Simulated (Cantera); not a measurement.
Input: 1 mol MgO, 1.1 mol SO3, 4.5 mol CO2, equilibrated at 240000 Pa.

Cantera equilibrium calculation (NASA polynomials, part measured and part estimated; ideal gas, pure solids and liquids). Candidate condensed phases: C, Mg, MgCO3, MgO, MgS, MgSO4, S; 26 gas species. Mutual solubility and eutectic melting of coexisting phases are not modelled. The numbers say what is thermodynamically allowed, not how fast it happens.

Q: Which condensed phases are stable at each of these points (T (K)): 898, 948, 998, 1048, 1098, 1148, 1198, 1248, 1298, 1348, 1398?

A: 
| T (K) | condensed phases | Mg condensed (%) |
|---|---|---|
| 898 | MgSO4(s) | 100.0 |
| 948 | MgSO4(s) | 100.0 |
| 998 | MgSO4(s) | 100.0 |
| 1048 | MgSO4(s) | 100.0 |
| 1098 | MgSO4(s) | 100.0 |
| 1148 | MgSO4(s) | 100.0 |
| 1198 | MgSO4(s) | 100.0 |
| 1248 | MgO(s) + MgSO4(s) | 100.0 |
| 1298 | MgO(s) + MgSO4(s) | 100.0 |
| 1348 | MgO(s) | 100.0 |
| 1398 | MgO(s) | 100.0 |

From 898 K to 1198 K the condensed part is MgSO4(s). From 1248 K to 1298 K the condensed part is MgO(s) + MgSO4(s). From 1348 K to 1398 K the condensed part is MgO(s).
